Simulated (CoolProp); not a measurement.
Model: reference Helmholtz-energy equation of state, Lemmon 2006, in CoolProp. It is a short technical equation, of lower accuracy than the large ones.

Q: Give the vapour pressure (bar), vapour density (kg/m³), enthalpy of vaporisation (kJ/kg), surface tension (mN/m) of saturated toluene at 308.8, 415.6 K.

A: 
```
T (K)  p (bar)  vapour density (kg/m³)  enthalpy of vaporisation (kJ/kg)  surface tension (mN/m)
-----  -------  ----------------------  --------------------------------  ----------------------
308.8   0.0644                   0.232                               407                    26.6
415.6     2.31                    6.64                               339                    14.4
```

Surface tension comes from a separate correlation (Mulero 2012).
